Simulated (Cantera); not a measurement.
Input (Python, Cantera):

```python
import numpy as np
import cantera as ct

gas = ct.Solution("gri30.yaml")
gas.TPX = 523, 100000, {'CH4': 1, 'O2': 2.3, 'N2': 8.64, 'CO2': 1.1}
flame = ct.FreeFlame(gas, width=0.04)
flame.set_refine_criteria(ratio=3, slope=0.08, curve=0.16)
flame.transport_model = "mixture-averaged"
flame.solve(loglevel=0, auto=True)
flame.transport_model = "multicomponent"
flame.soret_enabled = False
flame.solve(loglevel=0, refine_grid=True)
z, T = flame.grid, flame.T
thick = (T[-1] - T[0]) / np.gradient(T, z).max()
show = ['CH4', 'O2', 'CO2', 'C2H4', 'C2H', 'HCO']
print(f"laminar burning velocity  {flame.velocity[0] * 100:.3f} cm/s")
print(f"burnt temperature         {T[-1]:.1f} K")
print(f"thermal thickness         {thick * 1e3:.4f} mm")
print(f"grid points               {len(z)}")
z0 = z[flame.heat_release_rate.argmax()]
print(f"{'z/mm':>9s}{'T/K':>9s}{'u/(m/s)':>9s}" + "".join(f"{s:>11s}" for s in show))
rows = []
for k in (-3, -2, -1.5, -1, -0.5, -0.25, 0, 0.25, 0.5, 1, 2, 4, 8):
    zz = z0 + k * thick
    rows.append([k * thick, np.interp(zz, z, T), np.interp(zz, z, flame.velocity),
                 *(np.interp(zz, z, flame.X[gas.species_index(s)]) for s in show)])
    print(f"{rows[-1][0] * 1e3:9.3f}{rows[-1][1]:9.1f}{rows[-1][2]:9.3f}" + "".join(f"{x:11.3e}" for x in rows[-1][3:]))
```

Result:

```
laminar burning velocity  52.139 cm/s
burnt temperature         2067.8 K
thermal thickness         0.5446 mm
grid points               128
     z/mm      T/K  u/(m/s)        CH4         O2        CO2       C2H4        C2H        HCO
   -1.634    523.3    0.522  7.661e-02  1.762e-01  8.430e-02  2.518e-08  2.556e-20  6.250e-18
   -1.089    526.5    0.526  7.630e-02  1.758e-01  8.421e-02  4.280e-07 -4.587e-19  9.083e-15
   -0.817    536.8    0.537  7.549e-02  1.747e-01  8.413e-02  2.224e-06  5.510e-20  6.532e-13
   -0.545    596.6    0.599  7.144e-02  1.695e-01  8.423e-02  1.807e-05  1.265e-16  1.331e-10
   -0.272    927.2    0.940  5.020e-02  1.398e-01  8.799e-02  1.694e-04  7.592e-13  1.554e-07
   -0.136   1274.1    1.300  2.715e-02  1.047e-01  9.529e-02  3.317e-04  3.948e-10  4.444e-06
    0.000   1613.5    1.653  5.481e-03  6.410e-02  1.080e-01  1.569e-04  2.789e-08  2.355e-05
    0.136   1744.0    1.782  2.409e-04  4.377e-02  1.214e-01  3.551e-06  8.066e-09  4.379e-06
    0.272   1792.5    1.825  5.504e-06  3.793e-02  1.300e-01  2.399e-08  1.365e-10  1.577e-07
    0.545   1854.0    1.879  6.857e-09  3.412e-02  1.376e-01  5.508e-12  6.658e-14  1.671e-08
    1.089   1922.3    1.940  6.793e-14  3.096e-02  1.434e-01  1.948e-17  2.908e-19  6.646e-09
    2.179   1983.7    1.995  1.043e-17  2.812e-02  1.488e-01  1.495e-17  1.174e-19  1.986e-09
    4.357   2028.0    2.033  5.354e-18  2.597e-02  1.534e-01  6.965e-18  5.029e-20  4.986e-10
```

Detailed kinetics in Cantera: GRI-Mech 3.0 (53 species, 325 reactions). Burning velocities carry a grid error of a few per cent, more on coarse grids.
